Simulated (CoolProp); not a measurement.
Vapour-liquid equilibrium of methane (1) + ethylene (2) at 2.57 bar; x and y are mole fractions of (1).

Model: multi-fluid Helmholtz-energy mixture model, Setzmann 1991 and Smukala 2000; pair parameters Bell 2016, in CoolProp.

Give the bubble temperature and the first vapour's composition at x = 0.35, 0.5, 0.95. Is there an azeotrope?

x = 0.35: -135.6 °C, y = 0.971; x = 0.5: -140.5 °C, y = 0.985; x = 0.95: -148.0 °C, y = 0.999. No azeotrope shows between x = 0.05 and 0.95.

Pair parameters are fitted to limited data, so mixtures are less certain than the pure fluids.
